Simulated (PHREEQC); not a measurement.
0.012 g of hydrous ferric oxide (600 m²/g; 0.2 weak and 0.005 strong sites per Fe, Dzombak-Morel constants, diffuse double layer) in 1 kg of water with 0.005 mol/kgw of an inert sodium salt, at 25 °C; the pH is set by adding NaOH or the inert anion's acid. Oxygen is held at 0.21 atm. The system is closed to CO2. Nothing may precipitate in this run.

Model: ion-association model, wateq4f.dat, run in PHREEQC.

```json
[
 {"pH": "3", "surface charge σ (C/m²)": "0.302", "surface potential ψ (mV)": "215"},
 {"pH": "4", "surface charge σ (C/m²)": "0.182", "surface potential ψ (mV)": "194"},
 {"pH": "5", "surface charge σ (C/m²)": "0.090", "surface potential ψ (mV)": "158"},
 {"pH": "6", "surface charge σ (C/m²)": "0.037", "surface potential ψ (mV)": "114"},
 {"pH": "7", "surface charge σ (C/m²)": "0.013", "surface potential ψ (mV)": "62"},
 {"pH": "8", "surface charge σ (C/m²)": "0.001", "surface potential ψ (mV)": "6"},
 {"pH": "9", "surface charge σ (C/m²)": "-0.009", "surface potential ψ (mV)": "-50"},
 {"pH": "10", "surface charge σ (C/m²)": "-0.030", "surface potential ψ (mV)": "-103"},
 {"pH": "11", "surface charge σ (C/m²)": "-0.081", "surface potential ψ (mV)": "-148"}
]
```

The oxide is taken as insoluble; below pH 4 it would dissolve.
